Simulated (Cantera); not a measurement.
A Cantera script and its output.

```python
import numpy as np
import cantera as ct

gas = ct.Solution("gri30.yaml")
gas.TPX = 600, 1000000, {'CO': 1, 'H2': 0.076, 'O2': 0.316, 'N2': 1.19}
inlet = ct.Reservoir(gas, clone=True)
gas.equilibrate("HP")  # start burning
reactor = ct.IdealGasConstPressureReactor(gas, energy="on", clone=False)
exhaust = ct.Reservoir(gas, clone=True)
tau = [0.028, 0.016, 0.0087, 0.0049, 0.0027, 0.0015, 0.00086, 0.00048, 0.00027, 0.00015, 8.4e-05, 4.7e-05, 2.6e-05][0]
for a, b in ((inlet, reactor), (reactor, exhaust)):
    ct.MassFlowController(a, b, mdot=lambda t: reactor.mass / tau)
net = ct.ReactorNet([reactor])
show = ['CO', 'H2', 'O2', 'N2O', 'NO2', 'H2O2']

rows = []
print(f"{'tau/s':>10s}{'T/K':>9s}" + "".join(f"{s:>11s}" for s in show))
for tau in [0.028, 0.016, 0.0087, 0.0049, 0.0027, 0.0015, 0.00086, 0.00048, 0.00027, 0.00015, 8.4e-05, 4.7e-05, 2.6e-05]:
    net.initial_time = 0.0
    net.advance(30 * tau)
    before = gas.X
    net.advance(40 * tau)
    drift = np.max(np.abs(gas.X - before) / (gas.X + 1e-9))
    rows.append([gas.T, *gas[show].X, drift])
    print(f"{tau:10.3e}{gas.T:9.1f}" + "".join(f"{x:11.3e}" for x in gas[show].X))
```

Output:

```
     tau/s      T/K         CO         H2         O2        N2O        NO2       H2O2
 2.800e-02   2499.0  1.936e-01  3.676e-03  3.596e-04  1.085e-07  7.648e-08  1.331e-08
 1.600e-02   2496.5  1.938e-01  3.676e-03  4.472e-04  1.205e-07  8.869e-08  1.559e-08
 8.700e-03   2492.3  1.942e-01  3.676e-03  6.059e-04  1.405e-07  1.100e-07  1.964e-08
 4.900e-03   2486.1  1.947e-01  3.679e-03  8.503e-04  1.681e-07  1.401e-07  2.565e-08
 2.700e-03   2476.4  1.955e-01  3.685e-03  1.255e-03  2.072e-07  1.828e-07  3.505e-08
 1.500e-03   2462.4  1.967e-01  3.698e-03  1.881e-03  2.573e-07  2.336e-07  4.848e-08
 8.600e-04   2443.4  1.984e-01  3.723e-03  2.767e-03  3.150e-07  2.816e-07  6.606e-08
 4.800e-04   2415.5  2.010e-01  3.768e-03  4.105e-03  3.845e-07  3.190e-07  9.087e-08
 2.700e-04   2377.9  2.044e-01  3.835e-03  5.925e-03  4.585e-07  3.317e-07  1.236e-07
 1.500e-04   2327.3  2.090e-01  3.930e-03  8.352e-03  5.336e-07  3.193e-07  1.682e-07
 8.400e-05   2264.0  2.146e-01  4.044e-03  1.132e-02  6.009e-07  2.932e-07  2.283e-07
 4.700e-05   2186.6  2.214e-01  4.161e-03  1.488e-02  6.574e-07  2.668e-07  3.133e-07
 2.600e-05   2092.0  2.297e-01  4.256e-03  1.925e-02  7.040e-07  2.440e-07  4.452e-07
```

Detailed kinetics in Cantera: GRI-Mech 3.0 (53 species, 325 reactions). The hydrogen kinetics of GRI-Mech 3.0 are dated; newer H2 mechanisms differ, most at raised pressure.
